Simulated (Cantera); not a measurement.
Input: 1 mol Si₃N₄, 930 mol H₂, at 1873 K and 0.0645 Torr.

Equilibrium computed with Cantera from the NASA thermochemical tables; the gas is ideal and each condensed phase is pure. Candidate condensed phases: Si, Si₃N₄; 18 gas species. The numbers say what is thermodynamically allowed, not how fast it happens.

Base state: H₂ 0.928, H 0.0670, Si 0.00307, N₂ 0.00207, SiH 2.56e-5 (mole fractions); condensed: gas only.

Question: What changes in the equilibrium state with this change: temperature from 1873 K to 1698 K?

Answer: 
| species | before | after |
|---|---|---|
| H₂ | 0.928 | 0.979 |
| H | 0.0670 | 0.0154 |
| Si | 0.00307 | 0.00312 |
| N₂ | 0.00207 | 0.00212 |
| SiH | 2.56e-5 | 4.46e-5 |
